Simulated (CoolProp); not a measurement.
The fluid at 298.15 K and 0.029 MPa is throttled through a valve to 0.00752 MPa with no heat exchange. The same conditions are run with several fluids, on thermodynamics alone (safety and materials aside).

Computed with CoolProp (reference Helmholtz-energy equation of state of each fluid (R11: Jacobsen 1992; R114: Platzer 1990; n-perfluoropentane: Gao 2022; R507A: Lemmon 2003; R123: Younglove 1994)). The equations of Platzer and Polt are older, rougher fits. Blends and air are pseudo-pure fits.

```json
[
 {"fluid": "R11", "temperature change (K)": "-0.8", "final density (kg/m³)": "0.419"},
 {"fluid": "R114", "temperature change (K)": "-0.4", "final density (kg/m³)": "0.520"},
 {"fluid": "n-perfluoropentane", "temperature change (K)": "-0.4", "final density (kg/m³)": "?"},
 {"fluid": "R507A", "temperature change (K)": "-0.4", "final density (kg/m³)": "?"},
 {"fluid": "R123", "temperature change (K)": "-0.8", "final density (kg/m³)": "?"}
]
```

Question: What belongs in the gaps?

Answer: 
- n-perfluoropentane, final density (kg/m³): 0.879
- R507A, final density (kg/m³): 0.301
- R123, final density (kg/m³): 0.467
